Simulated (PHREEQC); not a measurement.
Model water analysis in mg/L, 25 °C, pH 6.69, pe 10.6:

```
constituent         mg/L
------------------  ----
Na                   189
K                    542
Ca                   137
Mg                  76.2
Cl                   414
S(6) as SO4          395
Alkalinity as HCO3   874
Br                  2.35
```

Valence states are taken as typed.

Computed with PHREEQC (ion-association model, phreeqc.dat).

Precipitation was switched off in this run.

### Question
What ionic strength does the model give?

### Answer
ionic strength 0.0408 mol/kgw.

### Question
In which forms is C present?

### Answer
HCO3- 70 %, CO2 27 %, CaHCO3+ 1.2 %, MgHCO3+ 1.1 % of the C.

Species that the database lacks are ignored.
